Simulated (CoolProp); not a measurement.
R1336mzz(E) along the isotherm 136.85 °C: fugacity coefficient from the reference equation and from simpler models built on Tc = 130.4 °C, pc = 27.79 bar, ω = 0.413; each cubic takes its own stable root.

Model: reference Helmholtz-energy equation of state, Akasaka 2023, in CoolProp.

```
p (bar)          phase  reference  van der Waals  Peng-Robinson
-------  -------------  ---------  -------------  -------------
0.18               gas     0.9978         0.9982         0.9977
0.272              gas     0.9967         0.9972         0.9965
0.41               gas     0.9950         0.9958         0.9947
0.619              gas     0.9924         0.9936         0.9920
0.934              gas     0.9886         0.9904         0.9880
1.41               gas     0.9828         0.9855         0.9818
2.12               gas     0.9742         0.9783         0.9728
3.21               gas     0.9611         0.9671            ___
4.84               gas     0.9415         0.9505         0.9384
7.29               gas     0.9125         0.9255            ___
11                 gas     0.8691         0.8877         0.8629
16.6               gas     0.8048         0.8306         0.7965
25                 gas     0.7091         0.7421         0.6990
37.8     supercritical     0.5476            ___         0.5437
57       supercritical     0.4047         0.4530         0.4074
```

Problem. Fill in the missing entries.

Solution. 
- 3.21, Peng-Robinson: 0.9589
- 7.29, Peng-Robinson: 0.9081
- 37.8, van der Waals: 0.5836
